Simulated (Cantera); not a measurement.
An isothermal, constant-pressure homogeneous reactor starts with CH₄ : H₂O = 1 : 3.4 (molar parts), at 1748 K and 100.0 Torr.

Detailed kinetics in Cantera: GRI-Mech 3.0 (53 species, 325 reactions).

x: mole fraction; the columns are a selection and need not sum to one.

```
t (s)        x CH₄  x H₂O      x O₂    x C₂H₄    x C₂H₆     x OH
--------  --------  -----  --------  --------  --------  -------
0.000100     0.227  0.772    <1e-12   6.70e-6   5.47e-6  6.09e-6
0.000439     0.223  0.771  2.09e-10  0.000466  0.000165  2.25e-5
0.00192      0.188  0.754   1.19e-8   0.00840  0.000634  4.72e-5
0.00843     0.0981  0.686   2.41e-8   0.00276  0.000157  4.20e-5
0.0370      0.0320  0.611   1.38e-8  0.000352   1.99e-5  4.27e-5
0.162          ___    ___       ___       ___       ___      ___
0.711          ___    ___       ___       ___       ___      ___
3.12      0.000583  0.351   3.85e-9   2.22e-7   3.28e-9  1.78e-5
13.7      6.67e-10  0.349   4.07e-9    <1e-12    <1e-12  1.83e-5
60.0      2.13e-10  0.349   4.07e-9    <1e-12    <1e-12  1.83e-5
```

**Question.** What belongs in the gaps?

**Answer.** 
- 0.162, x CH₄: 0.0157
- 0.162, x H₂O: 0.504
- 0.162, x O₂: 8.84e-9
- 0.162, x C₂H₄: 0.000123
- 0.162, x C₂H₆: 3.98e-6
- 0.162, x OH: 3.30e-5
- 0.711, x CH₄: 0.00775
- 0.711, x H₂O: 0.392
- 0.711, x O₂: 4.98e-9
- 0.711, x C₂H₄: 3.07e-5
- 0.711, x C₂H₆: 6.73e-7
- 0.711, x OH: 2.15e-5
